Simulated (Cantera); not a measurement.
Input: 1 mol Pb, 5.7 mol H2, at 5.50 mbar.

Cantera equilibrium calculation (NASA polynomials, part measured and part estimated; ideal gas, pure solids and liquids). Candidate condensed phases: Pb; 4 gas species. Kinetics and transport are ignored.

log p: log10 of the partial pressure in bar; n: condensed amount in mol.

```tsv
T (°C)	log p H2	log p Pb	log p H	log p Pb2	n Pb(s)	n Pb(l)
325	-2.26	-11.34	<-14	<-14	1.00	0
425	-2.26	-8.99	<-14	<-14	0	1.000
525	-2.26	-7.24	-12.70	<-14	0	1.000
625	-2.26	-5.89	-11.09	[?]	0	0.999
725	-2.26	-4.81	-9.80	[?]	0	0.984
825	-2.27	-3.93	-8.74	[?]	0	0.876
925	-2.31	-3.20	-7.88	-7.64	0	0.271
1025	-2.33	-3.09	-7.13	-7.61	0	0
```

Problem. What belongs in the gaps?

Solution. 
- 625, log p Pb2: -12.13
- 725, log p Pb2: -10.32
- 825, log p Pb2: -8.86
